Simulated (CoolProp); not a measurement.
A Linde-Hampson liquefier for ethane: isothermal reversible compression at 320 K from 1 atm to 10 MPa, throttling to 1 atm, return gas leaving the recuperator 2 K below the feed. Each further row changes one setting.

The numbers come from the reference Helmholtz-energy equation of state, Bücker 2006 in CoolProp.

| case | liquid yield per pass | compression work (kJ/kg of gas) |
|---|---|---|
| as stated | 0.430 | 338 |
| high pressure 20 MPa | 0.462 | 366 |
| warm-end temperature 350 K | 0.285 | 395 |
| warm-end gap 7 K | 0.423 | 338 |
